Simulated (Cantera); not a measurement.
## V + N2O (tantalum, niobium, vanadium and zirconium in process gases)

Input: 1 mol V, 9.3 mol N2O, at 0.740 bar.

Cantera equilibrium calculation (NASA polynomials, part measured and part estimated; ideal gas, pure solids and liquids). Candidate condensed phases: V, VN, VO, V2O3, V2O4, V2O5; 13 gas species. Condensed phases not in the tables: the oxides between V2O3 and V2O5 other than VO2. Rates play no part.

From 1927 °C to 2252 °C the condensed part is V2O4(l). The main V-bearing gas is VO2 throughout. The share of V in condensed phases is highest at 1927 °C (93.9 %) and lowest at 2252 °C (21.1 %).

```json
[
 {"T (°C)": "1927", "x N2": "0.707", "x O2": "0.273", "x VO2": "0.00467", "x NO": "0.0136", "x O": "0.00164", "x NO2": "1.71e-5", "x VO": "9.14e-8", "x N2O": "6.19e-7", "n V2O4(l)": "0.470"},
 {"T (°C)": "1952", "x N2": "0.706", "x O2": "0.272", "x VO2": "0.00583", "x NO": "0.0144", "x O": "0.00192", "x NO2": "1.74e-5", "x VO": "1.43e-7", "x N2O": "6.52e-7", "n V2O4(l)": "0.462"},
 {"T (°C)": "1977", "x N2": "0.705", "x O2": "0.271", "x VO2": "0.00725", "x NO": "0.0152", "x O": "0.00223", "x NO2": "1.77e-5", "x VO": "2.20e-7", "x N2O": "6.86e-7", "n V2O4(l)": "0.453"},
 {"T (°C)": "2002", "x N2": "0.703", "x O2": "0.270", "x VO2": "0.00896", "x NO": "0.0159", "x O": "0.00259", "x NO2": "1.80e-5", "x VO": "3.36e-7", "x N2O": "7.20e-7", "n V2O4(l)": "0.441"},
 {"T (°C)": "2027", "x N2": "0.701", "x O2": "0.268", "x VO2": "0.0110", "x NO": "0.0167", "x O": "0.00299", "x NO2": "1.83e-5", "x VO": "5.08e-7", "x N2O": "7.55e-7", "n V2O4(l)": "0.428"},
 {"T (°C)": "2052", "x N2": "0.698", "x O2": "0.267", "x VO2": "0.0135", "x NO": "0.0175", "x O": "0.00345", "x NO2": "1.85e-5", "x VO": "7.62e-7", "x N2O": "7.90e-7", "n V2O4(l)": "0.411"},
 {"T (°C)": "2077", "x N2": "0.696", "x O2": "0.266", "x VO2": "0.0164", "x NO": "0.0184", "x O": "0.00395", "x NO2": "1.88e-5", "x VO": "1.13e-6", "x N2O": "8.25e-7", "n V2O4(l)": "0.392"},
 {"T (°C)": "2102", "x N2": "0.693", "x O2": "0.264", "x VO2": "0.0199", "x NO": "0.0192", "x O": "0.00452", "x NO2": "1.90e-5", "x VO": "1.67e-6", "x N2O": "8.59e-7", "n V2O4(l)": "0.369"},
 {"T (°C)": "2127", "x N2": "0.689", "x O2": "0.262", "x VO2": "0.0239", "x NO": "0.0200", "x O": "0.00516", "x NO2": "1.91e-5", "x VO": "2.44e-6", "x N2O": "8.94e-7", "n V2O4(l)": "0.341"},
 {"T (°C)": "2152", "x N2": "0.685", "x O2": "0.260", "x VO2": "0.0287", "x NO": "0.0208", "x O": "0.00586", "x NO2": "1.93e-5", "x VO": "3.53e-6", "x N2O": "9.28e-7", "n V2O4(l)": "0.308"},
 {"T (°C)": "2177", "x N2": "0.680", "x O2": "0.257", "x VO2": "0.0343", "x NO": "0.0216", "x O": "0.00664", "x NO2": "1.94e-5", "x VO": "5.08e-6", "x N2O": "9.60e-7", "n V2O4(l)": "0.269"},
 {"T (°C)": "2202", "x N2": "0.675", "x O2": "0.254", "x VO2": "0.0408", "x NO": "0.0224", "x O": "0.00750", "x NO2": "1.95e-5", "x VO": "7.26e-6", "x N2O": "9.92e-7", "n V2O4(l)": "0.223"},
 {"T (°C)": "2227", "x N2": "0.669", "x O2": "0.251", "x VO2": "0.0484", "x NO": "0.0232", "x O": "0.00844", "x NO2": "1.95e-5", "x VO": "1.03e-5", "x N2O": "1.02e-6", "n V2O4(l)": "0.169"},
 {"T (°C)": "2252", "x N2": "0.662", "x O2": "0.248", "x VO2": "0.0571", "x NO": "0.0239", "x O": "0.00947", "x NO2": "1.94e-5", "x VO": "1.45e-5", "x N2O": "1.05e-6", "n V2O4(l)": "0.106"}
]
```
x: gas mole fraction; n: condensed amount in mol.
